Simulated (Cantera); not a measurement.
A freely propagating, adiabatic, planar premixed flame of CH3OH : O2 : N2 = 1 : 1.36 : 5.13 (molar parts), unburnt at 450 K and 72000 Pa; mixture-averaged transport, grid criteria slope 0.08 and curve 0.16, no radiation.

Model: GRI-Mech 3.0 (53 species, 325 reactions), integrated in Cantera. GRI-Mech 3.0 was tuned for natural gas; its chemistry of methanol as a main component is partial and can be far from experiment. Burning velocities carry a grid error of a few per cent, more on coarse grids.

**Question.** What does this change do: inlet temperature 450 to 325 K?

**Answer.** 
```
quantity                     before      after
------------------------  ---------  ---------
laminar burning velocity  96.5 cm/s  58.6 cm/s
thermal thickness          0.361 mm   0.398 mm
peak x(HCO)                0.000318   0.000266
peak x(C2H)                   <1e-8      <1e-8
peak x(HCN)                 2.92e-7    2.47e-7
```

**Question.** What does this change do: N2 5.13 to 6.6 parts?

**Answer.** 
| quantity | before | after |
|---|---|---|
| laminar burning velocity | 96.5 cm/s | 68.6 cm/s |
| thermal thickness | 0.361 mm | 0.458 mm |
| peak x(HCO) | 0.000318 | 0.000195 |
| peak x(C2H) | <1e-8 | <1e-8 |
| peak x(HCN) | 2.92e-7 | 2.22e-7 |
